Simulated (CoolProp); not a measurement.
Computed with CoolProp (reference Helmholtz-energy equation of state, Aleksandrov 2011). It is a short technical equation, of lower accuracy than the large ones.

### Question
For n-undecane, give the phase and the Joule-Thomson coefficient (K/MPa), expansivity (1/kK), fugacity coefficient at 346.85 °C and 16.6 bar; 346.85 °C and 27.6 bar.

### Answer
- 346.85 °C and 16.6 bar: liquid; Joule-Thomson coefficient 2.90, expansivity 9.21, fugacity coefficient 0.631
- 346.85 °C and 27.6 bar: liquid; Joule-Thomson coefficient 1.21, expansivity 4.67, fugacity coefficient 0.412
